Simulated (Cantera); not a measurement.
Input (Python, Cantera) and output of one run.

```python
import numpy as np
import cantera as ct

gas_names = """
    NO H2 H2O VO2 N2O OH
""".split()
cond_names = """
    V2O5(s) V2O5(L) VN(s)
""".split()


# ... load() reads the species with a 1 bar reference pressure and builds the phases ...
species = {s.name: s for s in load("nasa_gas.yaml", gas_names) + load("nasa_condensed.yaml", cond_names)}
# Each term lists the table entries of one substance; the one whose range holds T is used.
reactions = {
    '2 NO(g) + 7 H2(g) + V2O5 = 7 H2O(g) + 2 VN':
        [(-2, ['NO']), (-7, ['H2']), (-1, ['V2O5(s)', 'V2O5(L)']), (7, ['H2O']), (2, ['VN(s)'])],
    '5 H2O(g) + 2 VO2(g) + N2O(g) = 10 OH(g) + 2 VN':
        [(-5, ['H2O']), (-2, ['VO2']), (-1, ['N2O']), (10, ['OH']), (2, ['VN(s)'])],
}


def pick(names, T):
    return next(species[n] for n in names if species[n].thermo.min_temp <= T <= species[n].thermo.max_temp)


results = []
for label, terms in reactions.items():
    print(label)
    print("     T/K   dH/kJ  dS/(J/K)   dG/kJ   log10 K")
    for T in [1375, 1525, 1675, 1825, 1975]:
        used = [(nu, pick(names, T)) for nu, names in terms]
        dH = sum(nu * s.thermo.h(T) for nu, s in used) / 1e6
        dS = sum(nu * s.thermo.s(T) for nu, s in used) / 1e3
        dG = dH - T * dS / 1e3
        logK = -dG * 1e6 / (ct.gas_constant * T * np.log(10))
        results.append((label, T, dH, dS, dG, logK, [s.name for _, s in used]))
        print(f"{T:8g} {dH:8.1f} {dS:8.1f} {dG:8.1f} {logK:8.2f}")
```

It prints:

```
2 NO(g) + 7 H2(g) + V2O5 = 7 H2O(g) + 2 VN
     T/K   dH/kJ  dS/(J/K)   dG/kJ   log10 K
    1375   -903.3   -259.1   -547.1    20.78
    1525   -909.7   -263.5   -507.9    17.40
    1675   -914.7   -266.6   -468.1    14.60
    1825   -918.6   -268.8   -427.9    12.25
    1975   -921.3   -270.3   -387.5    10.25
5 H2O(g) + 2 VO2(g) + N2O(g) = 10 OH(g) + 2 VN
     T/K   dH/kJ  dS/(J/K)   dG/kJ   log10 K
    1375   1606.6    303.6   1189.1   -45.17
    1525   1612.3    307.6   1143.3   -39.16
    1675   1618.1    311.2   1096.9   -34.21
    1825   1623.9    314.5   1050.0   -30.05
    1975   1629.9    317.6   1002.6   -26.52
```

Standard-state values (1 bar) from the NASA 1993 polynomials, evaluated with Cantera. VN: taken at fixed stoichiometry. Condensed species are held in their standard states even where they would react or evaporate.
